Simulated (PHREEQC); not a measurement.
Solution (75 °C): 0.11 mol/kgw CuSO4 and 0.00023 mol/kgw FeCl3. Closed to the air; pH follows from the charge balance.

Model: ion-association model, phreeqc.dat, run in PHREEQC.

Precipitation was switched off in this run.

Estimate the pH.

pH 3.96.

In which forms is S present?

CuSO4 50 %, SO4-2 49 %, HSO4- 0.7 % of the S.

Saturation is exceeded, for instance for Hematite (slow to form), Goethite (slow to form); the values hold only as long as no solid forms. Complexes and solids missing from the database can't appear. Away from 25 °C the constants follow the database's enthalpies or fits; those with neither stay at their 25 °C values.
